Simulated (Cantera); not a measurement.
What does this Cantera script print?

```python
import numpy as np
import cantera as ct

gas_names = """
    B BCL BCL2 BCL3 BH BH2 BH3 BO BOCL BO2 B2 B2O B2O2 B2O3 B3O3CL3 B3O3H3 CL CLO CL2 H HBO HBO2 HCL
    HOCL HO2 H2 H2O H2O2 H3B3O6 O OH O2 O3
""".split()
cond_names = """
    B(b) B(L) B2O3(L) B3O3H3(cr) H2O(s) H2O(L)
""".split()


def load(file, names, dense=False):
    # The tables refer to 1 bar. Condensed volumes are neglected.
    table = {s.name: s for s in ct.Species.list_from_file(file)}
    out = []
    for n in names:
        d = dict(table[n].input_data)
        d["thermo"] = dict(d["thermo"], **{"reference-pressure": 1e5})
        if dense:
            d["equation-of-state"] = {"model": "constant-volume", "density": "1e6 g/cm^3"}
        out.append(ct.Species.from_dict(d))
    return out


gas = ct.Solution(thermo="ideal-gas", species=load("nasa_gas.yaml", gas_names))
cond = {s.name: ct.Solution(thermo="fixed-stoichiometry", species=[s], name=s.name)
        for s in load("nasa_condensed.yaml", cond_names, dense=True)}
atoms = {
    'BCl3': {'B': 1, 'CL': 3},
    'O2': {'O': 2},
    'H2O': {'H': 2, 'O': 1},
}
top_T = {}  # K; cautious upper limits of use, not melting points


def equilibrate(T, P, feed):
    n = {}
    for name, mol in feed.items():
        for a, k in atoms[name].items():
            n[a] = n.get(a, 0.0) + k * mol
    gas.TPX = T, P, n
    mass = sum(n.values()) * gas.mean_molecular_weight
    gas.equilibrate("TP")
    valid = [c for c in cond.values() if c.min_temp <= T <= top_T.get(c.name, c.max_temp)]
    mix = ct.Mixture([(gas, mass / gas.mean_molecular_weight)] + [(c, 0.0) for c in valid])
    mix.T, mix.P = T, P
    mix.equilibrate("TP", solver="vcs", rtol=1e-11, max_steps=5000)
    return mix


results = []
feed = {'BCl3': 1, 'O2': 0.087, 'H2O': 2.3}  # mol
T = 1323.15  # K
P = 1333.22  # Pa
mix = equilibrate(T, P, feed)
results.append((T, P, feed, dict(zip(mix.species_names, mix.species_moles))))
print(gas.report(threshold=1e-05))
for i in range(1, mix.n_phases):
    print(f"{mix.phase(i).name:16s} {mix.phase_moles(i):12.5e} mol")
```

It prints:

```
       temperature   1323.2 K
          pressure   1333.2 Pa
           density   0.0039814 kg/m^3
  mean mol. weight   32.853 kg/kmol
   phase of matter   gas

                          1 kg             1 kmol
                     ---------------   ---------------
          enthalpy       -2.8269e+06       -9.2874e+07  J
   internal energy       -3.1618e+06       -1.0387e+08  J
           entropy            8472.8        2.7836e+05  J/K
    Gibbs function       -1.4038e+07       -4.6118e+08  J
 heat capacity c_p            1106.2             36341  J/K
 heat capacity c_v            853.08             28026  J/K

                      mass frac. Y      mole frac. X     chem. pot. / RT
                     ---------------   ---------------   ---------------
              BOCL         2.857e-05        1.5076e-05           -77.143
              B2O3        5.5466e-05        2.6175e-05           -131.94
                CL         0.0073187         0.0067826           -20.086
               CL2         0.0057321         0.0026561           -40.171
              HBO2          0.021004          0.015749           -92.826
               HCL           0.83599           0.75332           -38.026
               H2O           0.11086           0.20216           -53.709
            H3B3O6        0.00032128        8.0297e-05           -278.48
                OH        1.6264e-05        3.1418e-05           -35.769
                O2          0.018663          0.019162           -35.657
     [  +23 minor]        1.4896e-05        1.1729e-05

B(b)              0.00000e+00 mol
B2O3(L)           4.68528e-01 mol
B3O3H3(cr)        0.00000e+00 mol
```

Method: chemical equilibrium by Gibbs-energy minimisation in Cantera with the NASA 1993 tables (ideal gas, pure condensed phases). The tables' values for BOCl are old estimates; treat these amounts as uncertain. Gases not in the tables: H3BO3.
